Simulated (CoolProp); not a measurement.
R22 along the isobar 0.541 MPa: density (kg/m³) from the reference equation and from simpler models built on Tc = 369.3 K, pc = 4.990 MPa, ω = 0.221; each cubic takes its own stable root.

The numbers come from the reference Helmholtz-energy equation of state, Kamei 1995 in CoolProp.

```csv
T (K),phase,reference,van der Waals,Redlich-Kwong,Soave-Redlich-Kwong,Peng-Robinson
185.1,liquid,1540,921.8,1368,1390,1564
218.5,liquid,1450,871.7,1285,1316,1485
251.9,liquid,1351,24.42,1186,1224,1386
285.3,gas,21.88,21.04,21.47,21.62,21.75
318.7,gas,18.88,18.54,18.75,18.81,18.91
352.1,gas,16.74,16.60,16.71,16.72,16.80
385.4,gas,15.09,15.05,15.10,15.09,15.15
418.8,gas,13.77,13.77,13.79,13.77,13.82
```

At some of these states van der Waals gives the other phase, because its saturation line lies elsewhere.
